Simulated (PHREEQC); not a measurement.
**Hard or scaling water: an equilibrium model**

Make-up at 20 °C: 0.00098 mol/kgw CaCl2, 0.17 mol/kgw Na2SO4 and 0.00013 mol/kgw H2SiF6. Closed to the air; pH follows from the charge balance.

All values are PHREEQC results (ion-association model, phreeqc.dat), not measurements.

```yaml
pH: 3.82
ionic_strength: 0.427 mol/kgw
activity_of_water: 0.992
specific_conductance: 20100 µS/cm
density: 1.020 g/cm³
total_alkalinity: -0.780 meq/kg
```

```json
[
 {"species": "Na+", "molality": "0.298", "activity": "0.215", "log γ": "-0.141"},
 {"species": "SO4-2", "molality": "0.127", "activity": "0.0281", "log γ": "-0.655"},
 {"species": "NaSO4-", "molality": "0.0418", "activity": "0.0294", "log γ": "-0.153"},
 {"species": "Cl-", "molality": "0.00196", "activity": "0.00130", "log γ": "-0.179"},
 {"species": "F-", "molality": "0.000653", "activity": "0.000423", "log γ": "-0.189"},
 {"species": "CaSO4", "molality": "0.000530", "activity": "0.000585", "log γ": "0.043"}
]
```

No solid was allowed to form. Examples of supersaturated solids here: Quartz (slow to form). Others may be too. SiF6-2 is the database's only silicon fluoride.
